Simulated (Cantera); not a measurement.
An isothermal, constant-pressure homogeneous reactor starts with 86.2 % NO, 13.8 % N2, at 1800 K and 0.660 bar.

Model: GRI-Mech 3.0 (53 species, 325 reactions), integrated in Cantera.

Question: Predict: x(NO) at 5.00 s; x(NO2) at 5.00 s; x(O2) at 5.00 s; x(N2O) at 5.00 s; x(N2) at 5.00 s; x(O) at 5.00 s.

Answer: 
```json
{
  "x(NO) at 5.00 s": "0.325 (gas-phase equilibrium 0.00505)",
  "x(NO2) at 5.00 s": "0.000747 (gas-phase equilibrium 1.47e-5)",
  "x(O2) at 5.00 s": "0.268 (gas-phase equilibrium 0.428)",
  "x(N2O) at 5.00 s": "4.02e-5 (gas-phase equilibrium 2.00e-7)",
  "x(N2) at 5.00 s": "0.406 (gas-phase equilibrium 0.566)",
  "x(O) at 5.00 s": "7.90e-5 (gas-phase equilibrium 9.86e-5)"
}
```
